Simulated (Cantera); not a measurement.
## Boron, boron nitride and boron oxide: B + N2

Input: 1 mol B, 9.4 mol N2, at 1900 K and 1.33 mbar.

Method: chemical equilibrium by Gibbs-energy minimisation in Cantera with the NASA 1993 tables (ideal gas, pure condensed phases). Candidate condensed phases: B, BN; 5 gas species. The numbers say what is thermodynamically allowed, not how fast it happens.

```json
{
  "x(N2)": "1.000",
  "x(B)": "2.34e-6",
  "n(BN(s))": "1.000 mol",
  "gas_amount": "8.900 mol",
  "log10 activity of B(s) (absent)": "-0.87"
}
```
